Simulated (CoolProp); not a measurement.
Properties of n-undecane along the isotherm 620 K (Tc = 638.8 K, pc = 1990 kPa, ω = 0.539).

Computed with CoolProp (reference Helmholtz-energy equation of state, Aleksandrov 2011). It is a short technical equation, of lower accuracy than the large ones.

| p (kPa) | phase | density (kg/m³) | isothermal compressibility (1/MPa) | fugacity coefficient |
|---|---|---|---|---|
| 3.15 | gas | 0.09558 | 317.7 | 0.9993 |
| 4.62 | gas | 0.1402 | 216.7 | 0.9990 |
| 6.78 | gas | 0.2059 | 147.7 | 0.9985 |
| 9.95 | gas | 0.3024 | 100.7 | 0.9978 |
| 14.6 | gas | 0.4441 | 68.71 | 0.9968 |
| 21.4 | gas | 0.6519 | 46.95 | 0.9953 |
| 31.5 | gas | 0.9618 | 31.97 | 0.9931 |
| 46.2 | gas | 1.415 | 21.87 | 0.9899 |
| 67.8 | gas | 2.087 | 14.97 | 0.9853 |
| 99.5 | gas | 3.085 | 10.28 | 0.9784 |
| 146 | gas | 4.575 | 7.084 | 0.9684 |
| 214 | gas | 6.816 | 4.916 | 0.9538 |
| 315 | gas | 10.29 | 3.431 | 0.9322 |
| 462 | gas | 15.70 | 2.446 | 0.9012 |
| 678 | gas | 24.60 | 1.803 | 0.8562 |
| 995 | gas | 40.71 | 1.448 | 0.7908 |
